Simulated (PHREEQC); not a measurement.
Consider water at 31 °C with 0.07 mol Cu(NO3)2, 0.051 mol H2SO4 and 0.15 mol KCl per kg of water. Closed to the air; pH follows from the charge balance.

All values are PHREEQC results (ion-association model, phreeqc.dat), not measurements.

Each row changes one thing in this solution. No solid was allowed to form.

```tsv
case	pH	ionic strength (mol/kgw)	Cu+2 (mol/kgw)	CuOH+ (mol/kgw)
as made	1.23	0.406	0.0544	3.65e-9
KCl from 0.15 to 0.165 mol/kgw	1.23	___	0.0539	3.60e-9
H2SO4 from 0.051 to 0.0459 mol/kgw	1.27	0.400	0.0547	4.03e-9
KCl replaced by AlCl3 at the same molality	1.16	0.991	0.0511	___
H2SO4 left out	4.29	0.342	0.0611	4.87e-6
diluted 5-fold with water	1.85	0.0867	___	4.43e-9
KCl left out	1.24	0.263	___	___
temperature from 31 to 40 °C	1.25	0.399	0.0522	3.58e-9
```

**Question.** Some entries are withheld; supply them.

**Answer.** 
- KCl from 0.15 to 0.165 mol/kgw, ionic strength (mol/kgw): 0.421
- KCl replaced by AlCl3 at the same molality, CuOH+ (mol/kgw): 2.46e-9
- diluted 5-fold with water, Cu+2 (mol/kgw): 0.0117
- KCl left out, Cu+2 (mol/kgw): 0.0589
- KCl left out, CuOH+ (mol/kgw): 4.32e-9

The ionic strength passes 0.7 mol/kgw, the rough limit of the ion-association models, in KCl replaced by AlCl3 at the same molality. Species that the database lacks are ignored. Away from 25 °C the constants follow the database's enthalpies or fits; those with neither stay at their 25 °C values.
